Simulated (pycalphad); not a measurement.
Effect of Si content in Al-Si-Mg

Computed with pycalphad from the COST 507 light-alloy database (1999), at 1 atm. These are 1990s assessments: newer ones move some temperatures and phases. Amounts are mole fractions of atoms. Diffusion is slow at the low end, where real alloys seldom reach equilibrium.

```
alloy                       liquidus (K)  first solid  solidus (K)                       phases at 350 K
--------------------------  ------------  -----------  -----------  ------------------------------------
Al-0.1988Si-4.999Mg (wt.%)           907          fcc          847  fcc 0.89, ALMG_BETA 0.11, MG2SI 0.01
Al-0.3977Si-4.999Mg (wt.%)           906          fcc          851  fcc 0.89, ALMG_BETA 0.10, MG2SI 0.01
Al-0.5964Si-4.999Mg (wt.%)           905          fcc          854  fcc 0.90, ALMG_BETA 0.09, MG2SI 0.02
Al-0.7952Si-4.998Mg (wt.%)           904          fcc          857  fcc 0.90, ALMG_BETA 0.08, MG2SI 0.02
Al-1.193Si-4.997Mg (wt.%)            902          fcc          863  fcc 0.91, ALMG_BETA 0.06, MG2SI 0.03
Al-1.59Si-4.997Mg (wt.%)             900          fcc          866  fcc 0.92, MG2SI 0.05, ALMG_BETA 0.04
```

Database names, with the compositions (at.%) that they take in these runs: MG2SI: Mg 67 Si 33; ALMG_BETA: Al 61 Mg 39.
